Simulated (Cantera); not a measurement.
Moist CO burnout

An isothermal, constant-pressure homogeneous reactor starts with CO : O2 : H2O : N2 = 0.022 : 0.069 : 0.00039 : 1 (molar parts), at 1400 K and 1.00 bar.

Model: GRI-Mech 3.0 (53 species, 325 reactions), integrated in Cantera.

```tsv
t (s)	x CO	x O2	x H2O	x HO2	x NO2
2.00e-6	0.0202	0.0632	0.000357	1.40e-12	<1e-12
6.54e-6	0.0202	0.0632	0.000357	4.53e-12	<1e-12
2.14e-5	0.0202	0.0632	0.000357	1.54e-11	<1e-12
7.00e-5	0.0202	0.0632	0.000357	8.61e-11	<1e-12
0.000229	0.0202	0.0632	0.000357	1.34e-9	<1e-12
0.000749	0.0202	0.0632	0.000357	3.21e-8	<1e-12
0.00245	0.0196	0.0628	0.000340	1.52e-6	1.02e-11
0.00801	0.00472	0.0553	0.000294	2.20e-6	1.41e-8
0.0262	0.000484	0.0538	0.000345	7.19e-7	4.21e-8
0.0857	4.28e-5	0.0537	0.000356	1.42e-7	6.42e-8
0.280	3.10e-6	0.0537	0.000359	1.74e-8	5.00e-8
0.917	2.25e-7	0.0537	0.000360	2.81e-9	2.68e-8
3.00	8.71e-8	0.0537	0.000360	1.95e-9	2.30e-8
```
x: mole fraction; the columns are a selection and need not sum to one.

Equilibrium at this temperature and pressure: CO 8.69e-8, O2 0.0535, H2O 0.000360, HO2 1.94e-9, NO2 1.49e-6 (gas phase only).
